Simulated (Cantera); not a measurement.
Feed: 1 mol Si, 0.0085 mol H2O, 250 mol H2, held at 1.90 Pa.

Equilibrium computed with Cantera from the NASA thermochemical tables; the gas is ideal and each condensed phase is pure. Candidate condensed phases: H2O, Si, SiO2; 18 gas species. Rates play no part. All values below are at 1575 K.

Base state: H2 0.987, H 0.00947, Si 0.00302, SiO 3.37e-5, SiH 3.13e-5 (mole fractions); condensed: Si(s).

Task: What changes in the equilibrium state with this change: H2O from 0.0085 to 0.98 mol?

Result: 
| species | before | after |
|---|---|---|
| H2 | 0.987 | 0.987 |
| H | 0.00947 | 0.00947 |
| SiO | 3.37e-5 | 0.00387 |
| Si | 0.00302 | 7.81e-5 |
| SiH | 3.13e-5 | 8.08e-7 |
| Si(s), mol | 0.217 | 0 |
